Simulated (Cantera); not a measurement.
Feed: 1 mol B, 0.078 mol H₂O, 0.39 mol N₂, at 1625 K and 0.0730 bar.

Cantera equilibrium calculation (NASA polynomials, part measured and part estimated; ideal gas, pure solids and liquids). Candidate condensed phases: B, BN, B₂O₃, B₃O₃H₃, H₂O; 39 gas species. Mutual solubility and eutectic melting of coexisting phases are not modelled. The tables' values for BH₂ are old estimates; treat these amounts as uncertain. Rates play no part.

Base state: H₂ 0.937, HBO 0.0445, B₂O₂ 0.0115, B₂O₃ 0.00312, B₃O₃H₃ 0.00165, HBO₂ 0.00145, BO 0.000264, H 0.000253 (mole fractions); condensed: B(s) + BN(s) + B₂O₃(l).

What changes in the equilibrium state with this change: temperature from 1625 K to 1375 K?


```
species         before    after
------------  --------  -------
H₂               0.937    0.995
HBO             0.0445  0.00300
B₃O₃H₃         0.00165  0.00187
B₂O₂            0.0115  9.74e-5
BO            0.000264  1.21e-6
B₂O₃           0.00312  1.80e-5
HBO₂           0.00145  5.51e-5
H             0.000253  1.27e-5
BH₂            3.05e-5  2.39e-6
B(s), mol        0.166    0.168
BN(s), mol       0.780    0.780
B₂O₃(l), mol    0.0237   0.0258
```
N₂ is the only nitrogen source here; it is nearly inert below about 1500 K, so the nitride shown seldom forms there in practice.

What changes in the equilibrium state with this change: H₂O from 0.078 to 0.55 mol?


```
species        before     after
------------  -------  --------
H₂              0.937     0.864
N₂            1.62e-6     0.116
HBO₂          0.00145   0.00894
HBO            0.0445   0.00663
B₂O₂           0.0115  0.000278
B₃O₃H₃        0.00165   5.45e-6
BH₂           3.05e-5   1.05e-7
B(s), mol       0.166         0
BN(s), mol      0.780     0.634
B₂O₃(l), mol   0.0237     0.176
```

What changes in the equilibrium state with this change: temperature from 1625 K to 1275 K?


```
species         before     after
------------  --------  --------
H₂               0.937     0.997
B₃O₃H₃         0.00165   0.00187
HBO             0.0445  0.000736
B₂O₂            0.0115   8.32e-6
BO            0.000264   7.59e-8
B₂O₃           0.00312   1.26e-6
HBO₂           0.00145   1.00e-5
H             0.000253   2.72e-6
BH₂            3.05e-5   6.32e-7
B(s), mol        0.166     0.168
BN(s), mol       0.780     0.780
B₂O₃(l), mol    0.0237    0.0258
```
N₂ is the only nitrogen source here; it is nearly inert below about 1500 K, so the nitride shown seldom forms there in practice.
